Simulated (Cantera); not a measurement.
**Premixed flame**

A freely propagating, adiabatic, planar premixed flame of 19.3 % H₂, 16.9 % O₂, 63.7 % N₂, equivalence ratio 0.57, unburnt at 550 K and 0.178 atm; mixture-averaged transport, grid criteria slope 0.08 and curve 0.16, no radiation.

Detailed kinetics in Cantera: the H2/O2 subset of GRI-Mech 3.0, which has no nitrogen chemistry. Burning velocities carry a grid error of a few per cent, more on coarse grids. Lean hydrogen flames are cellular in practice and burn faster than this planar one.

```csv
z (mm),T (K),u (m/s),x H₂,x O₂,x O,x OH,x H,x H₂O₂
-11.8,550,3.44,0.193,0.169,<1e-8,<1e-8,<1e-8,<1e-8
-7.89,550,3.44,0.193,0.169,<1e-8,<1e-8,<1e-8,<1e-8
-5.92,550,3.44,0.193,0.169,<1e-8,<1e-8,<1e-8,<1e-8
-3.95,550,3.44,0.193,0.169,<1e-8,<1e-8,1.01e-7,<1e-8
-1.97,567,3.53,0.188,0.170,1.04e-5,5.76e-5,0.000218,2.80e-6
-0.986,727,4.44,0.160,0.166,0.000260,0.000423,0.00494,3.09e-6
0,1061,6.32,0.0779,0.134,0.00532,0.00236,0.0261,1.34e-6
0.986,1310,7.72,0.0227,0.0940,0.0132,0.00615,0.0346,1.53e-6
1.97,1431,8.40,0.0148,0.0854,0.0145,0.00798,0.0289,1.08e-6
3.95,1562,9.09,0.0129,0.0823,0.0128,0.00972,0.0200,6.01e-7
7.89,1687,9.74,0.0104,0.0805,0.00994,0.0107,0.0119,3.13e-7
15.8,1798,10.3,0.00722,0.0795,0.00663,0.0104,0.00588,1.69e-7
31.6,1881,10.7,0.00414,0.0793,0.00370,0.00882,0.00229,9.87e-8
```
x: mole fraction of selected species; z is measured from the peak of heat release.

```yaml
laminar_burning_velocity: 344 cm/s
thermal_thickness: 3.95 mm
peak x(O): 0.0145
peak x(OH): 0.0108
peak x(H): 0.0349
peak x(H₂O₂): 4.17e-6
```
